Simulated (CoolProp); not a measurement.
Saturation properties of cis-2-butene (Tc = 435.8 K, pc = 4.236 MPa, ω = 0.202).

Values from CoolProp's reference Helmholtz-energy equation of state, Lemmon 2005. It is a short technical equation, of lower accuracy than the large ones.

| T (K) | p (MPa) | liquid density (kg/m³) | liquid cp (kJ/(kg K)) | vapour Z | surface tension (mN/m) |
|---|---|---|---|---|---|
| 237.9 | 0.01716 | 682.5 | 2.043 | 0.9879 | 22.1 |
| 251.2 | 0.03382 | 668.3 | 2.077 | 0.9806 | 20.2 |
| 264.5 | 0.06159 | 653.8 | 2.116 | 0.9709 | 18.4 |
| 277.8 | 0.1050 | 639.0 | 2.162 | 0.9582 | 16.7 |
| 291.1 | 0.1692 | 623.8 | 2.215 | 0.9424 | 14.9 |
| 304.4 | 0.2601 | 607.9 | 2.274 | 0.9231 | 13.2 |
| 317.8 | 0.3853 | 591.3 | 2.343 | 0.8999 | 11.6 |
| 331.1 | 0.5497 | 573.9 | 2.420 | 0.8729 | 9.98 |
| 344.4 | 0.7614 | 555.4 | 2.511 | 0.8414 | 8.43 |
| 357.7 | 1.028 | 535.6 | 2.619 | 0.8050 | 6.93 |
| 371 | 1.358 | 513.9 | 2.754 | 0.7629 | 5.49 |
| 384.3 | 1.761 | 489.8 | 2.935 | 0.7140 | 4.12 |

It boils at 276.9 K under 1 atm.

Surface tension comes from a separate correlation (Mulero 2014).
